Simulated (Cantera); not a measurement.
An isothermal, constant-pressure homogeneous reactor starts with CH4 : H2 : H2O = 1 : 1.1 : 0.005 (molar parts), at 1850 K and 30000 Pa.

Model: GRI-Mech 3.0 (53 species, 325 reactions), integrated in Cantera. GRI-Mech 3.0 stops at C3 and has no aromatics, soot or wall deposition, so with more carbon than oxygen in the feed, carbon stays in small species such as C2H2 where larger ones or solid carbon would form.

x: mole fraction; the columns are a selection and need not sum to one.

```csv
t (s),x CH4,x H2,x C2H2,x C2H4,x CH3
2.00e-5,0.474,0.523,4.15e-8,7.32e-6,(withheld)
5.49e-5,0.471,0.523,3.78e-6,0.000153,(withheld)
0.000151,0.461,0.528,0.000303,0.00229,(withheld)
0.000413,0.411,0.558,0.00877,0.0111,(withheld)
0.00113,0.306,0.629,0.0466,0.00961,(withheld)
0.00311,0.182,0.714,0.0948,0.00362,(withheld)
0.00854,0.0849,0.779,0.130,0.00125,(withheld)
0.0234,0.0329,0.814,0.149,0.000722,(withheld)
0.0643,0.0121,0.829,0.156,0.000659,(withheld)
0.176,0.00533,0.833,0.158,0.000657,(withheld)
0.484,0.00380,0.835,0.158,0.000657,8.27e-5
1.33,0.00366,0.835,0.158,0.000657,7.96e-5
3.64,0.00366,0.835,0.158,0.000657,7.96e-5
10.0,0.00366,0.835,0.158,0.000657,7.96e-5
```

**Question.** What belongs in the gaps?

**Answer.** 
- 2.00e-5, x CH3: 0.000954
- 5.49e-5, x CH3: 0.00247
- 0.000151, x CH3: 0.00537
- 0.000413, x CH3: 0.00671
- 0.00113, x CH3: 0.00513
- 0.00311, x CH3: 0.00321
- 0.00854, x CH3: 0.00162
- 0.0234, x CH3: 0.000676
- 0.0643, x CH3: 0.000259
- 0.176, x CH3: 0.000116
